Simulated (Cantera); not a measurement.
A closed system holds: 1 mol SiH₂Cl₂, a varied amount of N₂O, 0.14 mol H₂, at 1700 °C and 0.100 bar.

Cantera equilibrium calculation (NASA polynomials, part measured and part estimated; ideal gas, pure solids and liquids). Candidate condensed phases: H₂O, NH₄Cl, Si, SiO₂, Si₂N₂O, Si₃N₄; 47 gas species. The tables hold silica as quartz up to 1696 K and as liquid above; real silica turns to tridymite and cristobalite and melts near 1996 K. Kinetics and transport are ignored.

**Question.** Which condensed phases are stable at each of these points (n(N₂O) (mol)): 0.71, 0.92, 1.2, 1.5, 2, 2.6, 3.4?

**Answer.** 
```tsv
n(N₂O) (mol)	condensed phases	Si condensed (%)
0.71	gas only	0.0
0.92	SiO₂(condensed)	7.5
1.2	SiO₂(condensed)	31.0
1.5	SiO₂(condensed)	56.1
2	SiO₂(condensed)	98.3
2.6	SiO₂(condensed)	100.0
3.4	SiO₂(condensed)	100.0
```

At 0.71 mol N₂O nothing is condensed. From 0.92 mol N₂O to 3.4 mol N₂O the condensed part is SiO₂(condensed).
